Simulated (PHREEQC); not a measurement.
A PHREEQC input (ion-association model, phreeqc.dat):

```
SOLUTION 1
  temp 20
  units mg/kgw
  pH 6.32
  pe 10.7
  Na 3.71
  K 0.479
  Ca 5.84
  Mg 0.241
  Cl 4.91
  S(6) 5.23 as S
  Alkalinity 14.2 as HCO3
  Cd 0.00779
END
USE solution 1
EQUILIBRIUM_PHASES 1
  Quartz 0 0.5
  CO2(g) -2 10
END
```

The run finishes without an error or a warning.

Its last state differs from that of the intended input:

| quantity | as run | intended |
|---|---|---|
| ionic strength (mol/kgw) | 0.000897 | 0.000688 |
| CaSO4 (mol/kgw) | 2.98e-6 | 1.04e-6 |
| MgSO4 (mol/kgw) | 2.43e-7 | 8.50e-8 |
| NaSO4- (mol/kgw) | 1.09e-7 | 3.71e-8 |
| KSO4- (mol/kgw) | 1.10e-8 | 3.73e-9 |

Question: One thing in the input isn't as intended. What explains the difference?

Answer: One answer among several that fit: The fault: sulfate typed 'as S' though the number is for SO4. The line should read `as SO4` where the input has `as S`.
